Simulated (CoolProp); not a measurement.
Computed with CoolProp (reference Helmholtz-energy equation of state, Platzer 1990). This equation is an older, rougher fit.

### Question
For CF4 (R14), give the phase and the cv (kJ/(kg K)), fugacity coefficient at -93.05 °C and 0.419 MPa; -45.15 °C and 0.419 MPa; -21.15 °C and 0.419 MPa.

### Answer
- -93.05 °C and 0.419 MPa: gas; cv 0.421, fugacity coefficient 0.925
- -45.15 °C and 0.419 MPa: gas; cv 0.492, fugacity coefficient 0.963
- -21.15 °C and 0.419 MPa: gas; cv 0.530, fugacity coefficient 0.973
